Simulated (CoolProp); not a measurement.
Vapour-liquid equilibrium of methane (1) + ethylene (2) at 4.3 bar; x and y are mole fractions of (1).

Model: multi-fluid Helmholtz-energy mixture model, Setzmann 1991 and Smukala 2000; pair parameters Bell 2016, in CoolProp.

```csv
x,bubble temperature (°C),y at the bubble point,dew temperature at overall composition x (°C),liquid density (mol/L)
0.05,-87.4,0.438,-75.8,19.45
0.2,?,0.878,-79.8,?
0.35,-124.3,0.953,-84.3,22.10
0.5,-130.3,0.975,-89.7,22.79
0.65,-134.0,0.986,-96.4,?
0.8,?,0.992,-105.7,23.78
0.95,-139.5,?,?,24.17
```

Problem. What belongs in the gaps?

Solution. 
- 0.2, bubble temperature (°C): -112.9
- 0.2, liquid density (mol/L): 21.13
- 0.65, liquid density (mol/L): 23.33
- 0.8, bubble temperature (°C): -136.9
- 0.95, y at the bubble point: 0.998
- 0.95, dew temperature at overall composition x (°C): -123.7

No azeotrope shows between x = 0.05 and 0.95.

The pair parameters rest on a limited set of measurements; away from them the model extrapolates.
